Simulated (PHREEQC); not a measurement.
## Acid rinse or clean

Dissolve 0.072 mol/kgw HNO3, 0.0011 mol/kgw CaCl2 and 0.0021 mol/kgw KCl at 25 °C. Closed to the air; pH follows from the charge balance.

Equilibrium calculation in PHREEQC: ion-association model, wateq4f.dat.

The pH comes out as 1.22. The ionic strength is 0.0774 mol/kgw and the total alkalinity comes out as -72.0 meq/kg.

| species | molality | activity | log γ |
|---|---|---|---|
| H+ | 0.0720 | 0.0602 | -0.078 |
| NO3- | 0.0720 | 0.0557 | -0.111 |
| Cl- | 0.00430 | 0.00337 | -0.106 |
| K+ | 0.00210 | 0.00164 | -0.106 |
| Ca+2 | 0.00110 | 0.000462 | -0.377 |

This is a speciation only: nothing precipitates in the calculation.
